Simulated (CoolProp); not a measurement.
Vapour-liquid equilibrium of R227EA (1) + n-butane (2) at 343.2 K; x and y are mole fractions of (1).

Model: multi-fluid Helmholtz-energy mixture model, Lemmon 2016 and Bücker 2006; pair parameters Bell 2016, in CoolProp.

```tsv
x	bubble pressure, mixture model (kPa)	bubble pressure, Raoult's law (kPa)	y, mixture model	y, Raoult's law
0.05	979.1	844.0	0.179	0.088
0.15	1215	911.9	0.359	0.245
0.25	1360	979.8	0.452	0.380
0.35	1455	1048	0.515	0.497
0.45	1521	1116	0.567	0.601
0.55	1568	1184	0.620	0.692
0.65	1598	1251	0.677	0.773
0.75	1606	1319	0.746	0.847
0.85	1586	1387	0.829	0.912
0.95	1532	1455	0.935	0.972
```

The largest gap from Raoult's law is +38.8 % in bubble pressure, at x = 0.35. y crosses x between x = 0.65 and 0.75: the model has an azeotrope there.

The pair parameters rest on a limited set of measurements; away from them the model extrapolates.
